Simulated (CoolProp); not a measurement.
Fluoroethane (R161) along the isobar 5 MPa: Z from the reference equation and from simpler models built on Tc = 102.1 °C, pc = 5.010 MPa, ω = 0.216; each cubic takes its own stable root.

The numbers come from the reference Helmholtz-energy equation of state, Wu 2012 in CoolProp.

```csv
T (°C),phase,reference
52.55,liquid,0.1338
63.85,liquid,0.1355
75.15,liquid,0.1390
86.45,liquid,0.1457
97.75,liquid,0.1638
109.05,gas,0.5119
120.35,gas,0.6078
131.65,gas,0.6669
142.95,gas,0.7101
154.25,gas,0.7441
165.55,gas,0.7718
176.85,gas,0.7951
```

Problem. How far does each simpler model (van der Waals, Redlich-Kwong) lie from the reference over these 12 states: mean and median of the absolute difference, and the worst?

Solution. 
- van der Waals: mean 31.3 %, median 4.4 %, worst +72.3 % at 52.55 °C and 5 MPa
- Redlich-Kwong: mean 14.0 %, median 1.8 %, worst +40.6 % at 97.75 °C and 5 MPa
